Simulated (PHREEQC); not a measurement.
City or well water

Model water analysis in mmol/kgw, 20 °C, pH 7.53, pe 10.5: Na 1.66; K 0.0885; Ca 1.19; Mg 0.442; Cl 1.86; S(6) 0.794; Alkalinity (meq/kgw) 1.71; B 0.000579; Sr 0.00778.

Valence states are taken as typed.

All values are PHREEQC results (ion-association model, phreeqc.dat), not measurements.

| Quantity | Result |
|---|---|
| ionic strength | 0.00709 mol/kgw |
| specific conductance | 482 µS/cm |
| charge-balance error | -1.3 % |

| species | molality | activity | log γ |
|---|---|---|---|
| Cl- | 0.00186 | 0.00170 | -0.039 |
| HCO3- | 0.00168 | 0.00154 | -0.037 |
| Na+ | 0.00166 | 0.00152 | -0.038 |
| Ca+2 | 0.00111 | 0.000786 | -0.148 |
| SO4-2 | 0.000694 | 0.000491 | -0.150 |
| Mg+2 | 0.000407 | 0.000290 | -0.146 |
| CO2 | 0.000109 | 0.000109 | 0.001 |

Precipitation was switched off in this run.
